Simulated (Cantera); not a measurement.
An isothermal, constant-pressure homogeneous reactor starts with 66.8 % CH4, 32.7 % CO2, 0.421 % H2O, at 1525 K and 100.0 Torr.

Computed with Cantera and GRI-Mech 3.0 (53 species, 325 reactions). GRI-Mech 3.0 stops at C3 and has no aromatics, soot or wall deposition, so with more carbon than oxygen in the feed, carbon stays in small species such as C2H2 where larger ones or solid carbon would form.

Task: Predict: x(CH4) at 2.00 s; x(CO2) at 2.00 s; x(CH3) at 2.00 s; x(CH2) at 2.00 s; x(CO) at 2.00 s; x(C2H4) at 2.00 s.

Result: 
```
Item                                                  Value
-----------------  ----------------------------------------
x(CH4) at 2.00 s       0.136 (gas-phase equilibrium 0.0106)
x(CO2) at 2.00 s     0.0799 (gas-phase equilibrium 7.37e-8)
x(CH3) at 2.00 s   0.000198 (gas-phase equilibrium 1.85e-5)
x(CH2) at 2.00 s    1.93e-8 (gas-phase equilibrium 1.36e-9)
x(CO) at 2.00 s         0.149 (gas-phase equilibrium 0.334)
x(C2H4) at 2.00 s   0.00219 (gas-phase equilibrium 0.00133)
```
